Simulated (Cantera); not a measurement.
Input: 1 mol C6H6, 0.047 mol O2, a varied amount of H2, at 6000 Torr.

These are equilibrium values from Cantera (NASA tables, ideal gas, pure condensed phases), not measurements of a reactor. Candidate condensed phases: C, C6H6, C7H8, C8H18, H2O; 110 gas species. Kinetics and transport are ignored.

**Question.** What condenses at these points (T in K, n(H2) in mol): (1473, 14); (1073, 30); (1473, 24); (1073, 49); (1223, 49)?

**Answer.** 
```json
[
 {"T (K)": "1473", "n(H2) in mol": "14", "condensed phases": "C", "C condensed (%)": "92.3"},
 {"T (K)": "1073", "n(H2) in mol": "30", "condensed phases": "gas only", "C condensed (%)": "0.0"},
 {"T (K)": "1473", "n(H2) in mol": "24", "condensed phases": "C", "C condensed (%)": "88.6"},
 {"T (K)": "1073", "n(H2) in mol": "49", "condensed phases": "gas only", "C condensed (%)": "0.0"},
 {"T (K)": "1223", "n(H2) in mol": "49", "condensed phases": "C", "C condensed (%)": "28.2"}
]
```
